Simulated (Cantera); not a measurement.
What does this Cantera script print?

```python
import numpy as np
import cantera as ct

gas_names = [...]  # 130 gases of nasa_gas.yaml made of C, H, Mg, O, S
cond_names = """
    C(gr) C6H6(L) C7H8(L) C8H18(L),n-octa H2O(s) H2O(L) H2SO4(L) Mg(cr) Mg(L) MgCO3(s) MgO(s) MgO(L)
    MgO2H2(s) MgS(s) MgSO4(s) MgSO4(L) S(cr1) S(cr2) S(L)
""".split()


# ... load() reads the species with a 1 bar reference pressure and builds the phases ...
atoms = {
    'MgCO3': {'Mg': 1, 'C': 1, 'O': 3},
    'SO2': {'S': 1, 'O': 2},
    'H2O': {'H': 2, 'O': 1},
}
top_T = {'C(gr)': 4500, 'MgS(s)': 2250}  # K; cautious upper limits of use, not melting points


# ... equilibrate(T, P, feed) seeds the gas with the atoms and calls Mixture.equilibrate('TP', solver="vcs", rtol=1e-11, max_steps=5000) ...
results = []
feed = {'MgCO3': 1, 'SO2': 0.23, 'H2O': 8.9}  # mol
T = 1148  # K
P = 100000  # Pa
mix = equilibrate(T, P, feed)
results.append((T, P, feed, dict(zip(mix.species_names, mix.species_moles))))
x = sorted(zip(gas.X, gas.species_names), reverse=True)
print(f"T = {T:g} K  P = {P:g} Pa  gas = {mix.phase_moles(0):.4g} mol")
print("   x: " + "  ".join(f"{s} {v:.3e}" for v, s in x if v > 0.001))
print("   condensed (mol): " + ("  ".join(f"{mix.phase(i).name} {mix.phase_moles(i):.4g}"
      for i in range(1, mix.n_phases) if mix.phase_moles(i) > 1e-12) or "none"))
```

It prints:

```
T = 1148 K  P = 100000 Pa  gas = 10.13 mol
   x: H2O 8.786e-01  CO2 9.872e-02  SO2 2.270e-02
   condensed (mol): MgO(s) 1
```

Cantera equilibrium calculation (NASA polynomials, part measured and part estimated; ideal gas, pure solids and liquids).
